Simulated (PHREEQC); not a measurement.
HCl is added in steps, without added water, to 1 kg of water holding 0.00024 mol PbCl2 and 0.0089 mol KBr, at 25 °C. Oxygen is held at 0.21 atm. No CO2 enters from the air. Only these solids could form: Sylvite, Pb(OH)2.

Base run: PHREEQC, ion-association model, phreeqc.dat. Each further column changes one thing. The table gives PbCl+ (mol/kgw).

```csv
HCl added (mol),base,temperature from 25 to 10 °C,diluted 10-fold with water,no solid may form
0,2.22e-6,1.61e-6,3.71e-8,2.22e-6
0.004875,2.16e-5,1.60e-5,2.88e-6,2.16e-5
0.01137,4.09e-5,3.10e-5,5.23e-6,4.09e-5
0.01625,5.22e-5,4.01e-5,6.48e-6,5.22e-5
0.02275,6.45e-5,5.02e-5,7.78e-6,6.45e-5
0.02763,7.22e-5,5.67e-5,8.55e-6,7.22e-5
0.03413,8.09e-5,6.42e-5,9.40e-6,8.09e-5
0.039,8.65e-5,6.92e-5,9.93e-6,8.65e-5
```

 At this temperature some constants are extrapolated from 25 °C, and those without enthalpy data are left unchanged.
